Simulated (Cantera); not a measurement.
A freely propagating, adiabatic, planar premixed flame of H₂ : O₂ : N₂ = 1 : 0.455 : 1.73 (molar parts), equivalence ratio 1.1, unburnt at 698 K and 3750 Torr; mixture-averaged transport, grid criteria slope 0.08 and curve 0.16, no radiation.

Model: the H2/O2 subset of GRI-Mech 3.0, which has no nitrogen chemistry, integrated in Cantera. The hydrogen kinetics of GRI-Mech 3.0 are dated; newer H2 mechanisms differ, most at raised pressure. Burning velocities carry a grid error of a few per cent, more on coarse grids.

Q: Predict: laminar burning velocity; thermal thickness; peak x(O); peak x(H₂O₂); peak x(OH); peak x(HO₂).

A: 
| Item | Value |
|---|---|
| laminar burning velocity | 1040 cm/s |
| thermal thickness | 0.0630 mm |
| peak x(O) | 0.00961 |
| peak x(H₂O₂) | 4.49e-5 |
| peak x(OH) | 0.0191 |
| peak x(HO₂) | 0.000806 |
